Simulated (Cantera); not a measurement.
A closed system holds: 1 mol SiH₂Cl₂, 350 mol H₂, held at 2500 K and 67.0 mbar.

Cantera equilibrium calculation (NASA polynomials, part measured and part estimated; ideal gas, pure solids and liquids). Candidate condensed phases: Si; 19 gas species. The tables' values for SiCl are old estimates; treat these amounts as uncertain. Gases not in the tables: Si₂H₆ and higher silanes. Kinetics and transport are ignored.

Base state: H₂ 0.900, H 0.0921, HCl 0.00502, Si 0.00249, Cl 0.000364, SiH 0.000161, SiH₂ 3.23e-5, SiCl 1.47e-5 (mole fractions); condensed: gas only.

Task: What changes in the equilibrium state with this change: SiH₂Cl₂ replaced by (CH₃)₂SiCl₂?

Result: 
| species | before | after |
|---|---|---|
| H₂ | 0.900 | 0.897 |
| H | 0.0921 | 0.0920 |
| HCl | 0.00502 | 0.00500 |
| C₂H₂ (acetylene) | 0 | 0.00249 |
| Si | 0.00249 | 0.00229 |
| SiC₂ | 0 | 0.000152 |
| Si₂C | 0 | 2.24e-5 |
The feed counts by its element totals alone. Further candidate phases: C, C₆H₆, C₇H₈, C₈H₁₈, SiC.

Task: What changes in the equilibrium state with this change: temperature from 2500 K to 1025 K?

Result: 
```json
[
 {"species": "H₂", "before": "0.900", "after": "0.995"},
 {"species": "HCl", "before": "0.00502", "after": "0.00482"},
 {"species": "SiHCl₃", "before": "<1e-9", "after": "0.000132"},
 {"species": "H", "before": "0.0921", "after": "1.68e-8"},
 {"species": "Si", "before": "0.00249", "after": "<1e-9"},
 {"species": "Cl", "before": "0.000364", "after": "<1e-9"},
 {"species": "SiH", "before": "0.000161", "after": "<1e-9"},
 {"species": "Si(s), mol", "before": "0", "after": "0.899"}
]
```
The tables' values for SiCl₃ are old estimates; treat these amounts as uncertain.

Task: What changes in the equilibrium state with this change: 0.91 mol H₂O added?

Result: 
| species | before | after |
|---|---|---|
| H₂ | 0.900 | 0.900 |
| H | 0.0921 | 0.0921 |
| HCl | 0.00502 | 0.00502 |
| SiO | 0 | 0.00244 |
| Si | 0.00249 | 0.000234 |
| SiH | 0.000161 | 1.52e-5 |
| H₂O | 0 | 1.11e-5 |
| SiH₂ | 3.23e-5 | 3.04e-6 |
| SiCl | 1.47e-5 | 1.38e-6 |
Further candidate phases: H₂O, SiO₂.
